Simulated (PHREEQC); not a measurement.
1 kg of water meets 20 L of dry gas (H2 1 by moles) at fixed total pressure, at 80 °C; fugacities by Peng-Robinson. The gases take part in no redox reaction, some water evaporates into the gas, and hydrates or a liquid gas phase aren't modelled. Nothing may precipitate in this run.

Equilibrium calculation in PHREEQC: ion-association model, phreeqc.dat.

Predict dissolved H2 (mol/kgw) at P (atm) = 10, 20, 40, 400.


```csv
P (atm),dissolved H2 (mol/kgw)
10,0.00704
20,0.0143
40,0.0286
400,0.232
```

Species that the database lacks are ignored. Away from 25 °C the constants follow the database's enthalpies or fits; those with neither stay at their 25 °C values.
